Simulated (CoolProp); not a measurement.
The numbers come from the reference Helmholtz-energy equation of state, Lemmon 2006 in CoolProp. It is a short technical equation, of lower accuracy than the large ones.

Q: For carbon monoxide, give the phase and the density (kg/m³), cp (kJ/(kg K)), cv (kJ/(kg K)), speed of sound (m/s) at 193.5 K and 7.5 MPa; 193.5 K and 15 MPa; 193.5 K and 17.5 MPa.

A: 
- 193.5 K and 7.5 MPa: supercritical; density 161, cp 1.65, cv 0.807, speed of sound 286
- 193.5 K and 15 MPa: supercritical; density 331, cp 1.99, cv 0.843, speed of sound 362
- 193.5 K and 17.5 MPa: supercritical; density 372, cp 1.96, cv 0.849, speed of sound 396
